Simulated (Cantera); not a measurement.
What does this Cantera script print?

```python
import numpy as np
import cantera as ct

gas_names = """
    CL CL2 H HCL H2 Si SiCL SiCL2 SiCL3 SiCL4 SiH SiHCL3 SiH2 SiH2CL2 SiH3 SiH3CL SiH4 Si2 Si3
""".split()
cond_names = """
    Si(cr) Si(L)
""".split()


# ... load() reads the species with a 1 bar reference pressure and builds the phases ...
atoms = {
    'SiCl4': {'Si': 1, 'CL': 4},
    'Cl2': {'CL': 2},
    'H2': {'H': 2},
    'HCl': {'H': 1, 'CL': 1},
}
top_T = {}  # K; cautious upper limits of use, not melting points


# ... equilibrate(T, P, feed) seeds the gas with the atoms and calls Mixture.equilibrate('TP', solver="vcs", rtol=1e-11, max_steps=5000) ...
results = []
T = 1125  # K
P = 10000  # Pa
for m in [0.5, 0.59, 0.69, 0.8, 0.94, 1.1, 1.3, 1.5, 1.8, 2.1, 2.4]:
    feed = {'SiCl4': 1, 'Cl2': m, 'H2': 0.66, 'HCl': 0.56}  # mol
    mix = equilibrate(T, P, feed)
    results.append((T, P, feed, dict(zip(mix.species_names, mix.species_moles))))
    x = sorted(zip(gas.X, gas.species_names), reverse=True)
    print(f"T = {T:g} K  P = {P:g} Pa  n(Cl2) = {m:g} mol  gas = {mix.phase_moles(0):.4g} mol")
    print("   x: " + "  ".join(f"{s} {v:.3e}" for v, s in x if v > 1e-05))
    print("   condensed (mol): " + ("  ".join(f"{mix.phase(i).name} {mix.phase_moles(i):.4g}"
          for i in range(1, mix.n_phases) if mix.phase_moles(i) > 1e-12) or "none"))
```

Output:

```
T = 1125 K  P = 10000 Pa  n(Cl2) = 0.5 mol  gas = 2.721 mol
   x: HCL 5.746e-01  SiCL4 3.663e-01  H2 5.785e-02  SiHCL3 6.405e-04  SiCL3 6.096e-04  SiCL2 1.249e-05
   condensed (mol): none
T = 1125 K  P = 10000 Pa  n(Cl2) = 0.59 mol  gas = 2.811 mol
   x: HCL 6.197e-01  SiCL4 3.552e-01  H2 2.448e-02  SiCL3 3.566e-04  SiHCL3 2.437e-04
   condensed (mol): none
T = 1125 K  P = 10000 Pa  n(Cl2) = 0.69 mol  gas = 2.911 mol
   x: HCL 6.458e-01  SiCL4 3.435e-01  CL2 9.982e-03  CL 6.482e-04
   condensed (mol): none
T = 1125 K  P = 10000 Pa  n(Cl2) = 0.8 mol  gas = 3.022 mol
   x: HCL 6.221e-01  SiCL4 3.309e-01  CL2 4.563e-02  CL 1.386e-03
   condensed (mol): none
T = 1125 K  P = 10000 Pa  n(Cl2) = 0.94 mol  gas = 3.163 mol
   x: HCL 5.944e-01  SiCL4 3.162e-01  CL2 8.756e-02  CL 1.920e-03
   condensed (mol): none
T = 1125 K  P = 10000 Pa  n(Cl2) = 1.1 mol  gas = 3.324 mol
   x: HCL 5.656e-01  SiCL4 3.009e-01  CL2 1.312e-01  CL 2.350e-03
   condensed (mol): none
T = 1125 K  P = 10000 Pa  n(Cl2) = 1.3 mol  gas = 3.525 mol
   x: HCL 5.334e-01  SiCL4 2.837e-01  CL2 1.802e-01  CL 2.754e-03
   condensed (mol): none
T = 1125 K  P = 10000 Pa  n(Cl2) = 1.5 mol  gas = 3.726 mol
   x: HCL 5.046e-01  SiCL4 2.684e-01  CL2 2.239e-01  CL 3.070e-03
   condensed (mol): none
T = 1125 K  P = 10000 Pa  n(Cl2) = 1.8 mol  gas = 4.027 mol
   x: HCL 4.669e-01  CL2 2.814e-01  SiCL4 2.483e-01  CL 3.442e-03
   condensed (mol): none
T = 1125 K  P = 10000 Pa  n(Cl2) = 2.1 mol  gas = 4.328 mol
   x: HCL 4.344e-01  CL2 3.308e-01  SiCL4 2.310e-01  CL 3.732e-03
   condensed (mol): none
T = 1125 K  P = 10000 Pa  n(Cl2) = 2.4 mol  gas = 4.629 mol
   x: HCL 4.061e-01  CL2 3.739e-01  SiCL4 2.160e-01  CL 3.967e-03
   condensed (mol): none
```

Method: chemical equilibrium by Gibbs-energy minimisation in Cantera with the NASA 1993 tables (ideal gas, pure condensed phases). The tables' values for SiCl3 are old estimates; treat these amounts as uncertain.
